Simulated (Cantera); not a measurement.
A Cantera script and what it prints.

```python
import numpy as np
import cantera as ct

gas_names = [...]  # 87 gases of nasa_gas.yaml made of C, H, Si
cond_names = """
    C(gr) C6H6(L) C7H8(L) C8H18(L),n-octa Si(cr) Si(L) SiC(b)
""".split()


# ... load() reads the species with a 1 bar reference pressure and builds the phases ...
atoms = {
    'CH3SiH3': {'C': 1, 'H': 6, 'Si': 1},
    'H2': {'H': 2},
}
top_T = {'C(gr)': 4500, 'SiC(b)': 3050}  # K; cautious upper limits of use, not melting points


# ... equilibrate(T, P, feed) seeds the gas with the atoms and calls Mixture.equilibrate('TP', solver="vcs", rtol=1e-11, max_steps=5000) ...
results = []
feed = {'CH3SiH3': 1, 'H2': 1200}  # mol
P = 120  # Pa
for T in [1400, 1500, 1600, 1700, 1800, 1900, 2000, 2100, 2200, 2300]:
    mix = equilibrate(T, P, feed)
    results.append((T, P, feed, dict(zip(mix.species_names, mix.species_moles))))
    x = sorted(zip(gas.X, gas.species_names), reverse=True)
    print(f"T = {T:g} K  P = {P:g} Pa  gas = {mix.phase_moles(0):.4g} mol")
    print("   x: " + "  ".join(f"{s} {v:.3e}" for v, s in x if v > 0.001))
    print("   condensed (mol): " + ("  ".join(f"{mix.phase(i).name} {mix.phase_moles(i):.4g}"
          for i in range(1, mix.n_phases) if mix.phase_moles(i) > 1e-12) or "none"))
```

It prints:

```
T = 1400 K  P = 120 Pa  gas = 1203 mol
   x: H2 9.999e-01
   condensed (mol): SiC(b) 0.9998
T = 1500 K  P = 120 Pa  gas = 1203 mol
   x: H2 9.995e-01
   condensed (mol): SiC(b) 0.9992
T = 1600 K  P = 120 Pa  gas = 1204 mol
   x: H2 9.984e-01  H 1.568e-03
   condensed (mol): SiC(b) 0.9953
T = 1700 K  P = 120 Pa  gas = 1206 mol
   x: H2 9.957e-01  H 4.244e-03
   condensed (mol): SiC(b) 0.9719
T = 1800 K  P = 120 Pa  gas = 1209 mol
   x: H2 9.895e-01  H 1.028e-02
   condensed (mol): SiC(b) 0.8563
T = 1900 K  P = 120 Pa  gas = 1217 mol
   x: H2 9.766e-01  H 2.264e-02
   condensed (mol): SiC(b) 0.3658
T = 2000 K  P = 120 Pa  gas = 1232 mol
   x: H2 9.530e-01  H 4.583e-02
   condensed (mol): none
T = 2100 K  P = 120 Pa  gas = 1258 mol
   x: H2 9.129e-01  H 8.594e-02
   condensed (mol): none
T = 2200 K  P = 120 Pa  gas = 1301 mol
   x: H2 8.490e-01  H 1.498e-01
   condensed (mol): none
T = 2300 K  P = 120 Pa  gas = 1370 mol
   x: H2 7.560e-01  H 2.429e-01
   condensed (mol): none
```

These are equilibrium values from Cantera (NASA tables, ideal gas, pure condensed phases), not measurements of a reactor. The feed counts by its element totals alone.
